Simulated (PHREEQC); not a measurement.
## Metal-bearing waste water

Consider water at 25 °C with 0.0062 mol CdCl2, 5.31e-05 mol CuCl2, 0.13 mol HCl and 0.27 mol NaCl per kg of water. Closed to the air; pH follows from the charge balance.

Equilibrium calculation in PHREEQC: ion-association model, wateq4f.dat.

This is a speciation only: nothing precipitates in the calculation.

Task: What pH does the model give?

Result: pH 1.00.

Task: In which forms is Cu present?

Result: Cu+2 76 %, CuCl+ 22 %, CuCl2 1.9 % of the Cu.
